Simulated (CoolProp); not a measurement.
CH2F2 (R32) at 399.58 K and 0.145 MPa is throttled through a valve to 0.0561 MPa with no heat exchange. Each further row changes one setting.

Computed with CoolProp (reference Helmholtz-energy equation of state, Tillner-Roth 1997).

```csv
case,temperature change (K),final density (kg/m³)
as stated,___,___
outlet pressure 0.0168 MPa,___,___
outlet pressure 0.0729 MPa,___,___
```

Q: Complete the blanks.

A: 
- as stated, temperature change (K): -0.9
- as stated, final density (kg/m³): 0.883
- outlet pressure 0.0168 MPa, temperature change (K): -1.3
- outlet pressure 0.0168 MPa, final density (kg/m³): 0.264
- outlet pressure 0.0729 MPa, temperature change (K): -0.7
- outlet pressure 0.0729 MPa, final density (kg/m³): 1.15
